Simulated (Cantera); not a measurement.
A Cantera script and its output.

```python
import numpy as np
import cantera as ct

gas = ct.Solution("gri30.yaml")
gas.TPX = 1198, 1000000, {'CO': 0.0078, 'O2': 0.0068, 'H2O': 0.019, 'N2': 1}
reactor = ct.IdealGasConstPressureReactor(gas, energy="off", clone=False)
net = ct.ReactorNet([reactor])
net.rtol, net.atol = 1e-08, 1e-18
show = ['CO', 'O2', 'H2O', 'H', 'NO', 'N2O', 'NO2']
times = np.geomspace(3e-05, 1, 14)

steps = ct.SolutionArray(gas, extra=["t"])
rows = []
print(f"{'t/s':>10s}{'T/K':>9s}{'P/Pa':>11s}" + "".join(f"{s:>11s}" for s in show))
for t in times:
    while net.time < t:
        t_next = net.step()
        steps.append(gas.state, t=t_next)
    rows.append([np.interp(t, steps.t, y) for y in (steps.T, steps.P, *steps(*show).X.T)])
    print(f"{t:10.3e}{rows[-1][0]:9.1f}{rows[-1][1]:11.4g}" + "".join(f"{x:11.3e}" for x in rows[-1][2:]))
rate = np.gradient(steps.T, steps.t)
print("integrator steps:", len(steps.t))
if steps.T.max() > steps.T[0] + 200:
    print(f"time of steepest temperature rise: {steps.t[rate.argmax()]:.4e} s")
gas.TPX = 1198, 1000000, {'CO': 0.0078, 'O2': 0.0068, 'H2O': 0.019, 'N2': 1}
gas.equilibrate("TP")
print(f"equilibrium (TP): T = {gas.T:.1f} K  " + "  ".join(f"{s} {gas[s].X[0]:.3e}" for s in show))
```

Result:

```
       t/s      T/K       P/Pa         CO         O2        H2O          H         NO        N2O        NO2
 3.000e-05   1198.0      1e+06  7.546e-03  6.579e-03  1.838e-02  7.405e-11  2.822e-18  2.497e-13  1.889e-24
 6.684e-05   1198.0      1e+06  7.546e-03  6.579e-03  1.838e-02  1.910e-10  1.297e-17  1.087e-12  8.870e-23
 1.489e-04   1198.0      1e+06  7.546e-03  6.579e-03  1.838e-02  4.982e-10  6.011e-17  4.716e-12  4.137e-21
 3.318e-04   1198.0      1e+06  7.546e-03  6.579e-03  1.838e-02  1.994e-09  4.014e-16  2.560e-11  2.730e-19
 7.392e-04   1198.0      1e+06  7.544e-03  6.577e-03  1.838e-02  2.637e-08  2.306e-14  3.739e-10  2.328e-16
 1.647e-03   1198.0      1e+06  7.395e-03  6.503e-03  1.837e-02  5.096e-07  2.364e-11  1.774e-08  4.849e-12
 3.669e-03   1198.0      1e+06  6.762e-03  6.205e-03  1.834e-02  5.409e-07  2.060e-10  8.799e-08  5.944e-11
 8.176e-03   1198.0      1e+06  5.554e-03  5.615e-03  1.832e-02  4.941e-07  8.009e-10  2.223e-07  2.453e-10
 1.822e-02   1198.0      1e+06  3.730e-03  4.703e-03  1.835e-02  3.581e-07  2.386e-09  4.289e-07  8.165e-10
 4.058e-02   1198.0      1e+06  1.833e-03  3.746e-03  1.839e-02  1.771e-07  5.007e-09  6.476e-07  2.240e-09
 9.042e-02   1198.0      1e+06  6.240e-04  3.134e-03  1.843e-02  5.247e-08  6.694e-09  7.649e-07  4.806e-09
 2.015e-01   1198.0      1e+06  1.463e-04  2.891e-03  1.845e-02  1.013e-08  6.571e-09  7.089e-07  7.322e-09
 4.488e-01   1198.0      1e+06  1.812e-05  2.825e-03  1.845e-02  1.190e-09  7.989e-09  4.731e-07  6.658e-09
 1.000e+00   1198.0      1e+06  3.009e-07  2.816e-03  1.845e-02  2.485e-11  1.420e-08  1.708e-07  5.622e-10
integrator steps: 1034
equilibrium (TP): T = 1198.0 K  CO 7.579e-10  O2 2.804e-03  H2O 1.845e-02  H 2.225e-12  NO 2.484e-05  N2O 6.117e-09  NO2 1.543e-07
```

Model: GRI-Mech 3.0 (53 species, 325 reactions), integrated in Cantera.
